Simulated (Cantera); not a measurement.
A freely propagating, adiabatic, planar premixed flame of H2 : O2 : N2 : H2O = 1 : 0.357 : 1.21 : 0.13 (molar parts), unburnt at 350 K and 720000 Pa; unity-Lewis-number transport, grid criteria slope 0.08 and curve 0.16, no radiation.

Model: the H2/O2 subset of GRI-Mech 3.0, which has no nitrogen chemistry, integrated in Cantera. The hydrogen kinetics of GRI-Mech 3.0 are dated; newer H2 mechanisms differ, most at raised pressure. Unity Lewis numbers drop preferential diffusion, which matters most where H2 and H carry the flame. Burning velocities carry a grid error of a few per cent, more on coarse grids.

x: mole fraction of selected species; z is measured from the peak of heat release.

| z (mm) | T (K) | u (m/s) | x H2 | x O2 | x H2O | x O | x OH | x H |
|---|---|---|---|---|---|---|---|---|
| -0.0929 | 350 | 2.23 | 0.371 | 0.132 | 0.0482 | <1e-8 | <1e-8 | <1e-8 |
| -0.0620 | 351 | 2.23 | 0.371 | 0.132 | 0.0483 | <1e-8 | <1e-8 | <1e-8 |
| -0.0465 | 353 | 2.25 | 0.371 | 0.132 | 0.0485 | ___ | <1e-8 | <1e-8 |
| -0.0310 | 371 | 2.36 | 0.369 | 0.131 | 0.0509 | ___ | 3.97e-8 | <1e-8 |
| -0.0155 | 610 | 3.83 | 0.344 | 0.118 | 0.0815 | ___ | 2.01e-5 | 8.60e-6 |
| -0.00774 | 1025 | 6.26 | 0.295 | 0.0917 | 0.141 | ___ | 0.000601 | 0.00198 |
| 0 | 1474 | 8.72 | 0.218 | 0.0543 | 0.224 | ___ | 0.00244 | 0.0165 |
| 0.00774 | 1756 | 10.2 | 0.155 | 0.0246 | 0.287 | 0.00234 | 0.00574 | 0.0321 |
| 0.0155 | 1905 | 10.9 | 0.129 | 0.0109 | 0.316 | 0.00230 | 0.00811 | 0.0347 |
| 0.0310 | 2049 | 11.6 | 0.118 | 0.00336 | 0.335 | ___ | 0.00868 | 0.0276 |
| 0.0620 | 2160 | 12.1 | 0.118 | 0.00111 | 0.346 | ___ | 0.00668 | 0.0174 |
| 0.124 | 2233 | 12.4 | 0.119 | 0.000382 | 0.353 | ___ | 0.00428 | 0.00992 |
| 0.248 | 2274 | 12.6 | 0.121 | 0.000119 | 0.356 | ___ | 0.00250 | 0.00544 |

**Question.** Complete the blanks.

**Answer.** 
- -0.0465, x O: 1.92e-8
- -0.0310, x O: 2.11e-7
- -0.0155, x O: 1.73e-5
- -0.00774, x O: 0.000256
- 0, x O: 0.00143
- 0.0310, x O: 0.00157
- 0.0620, x O: 0.000704
- 0.124, x O: 0.000249
- 0.248, x O: 7.79e-5
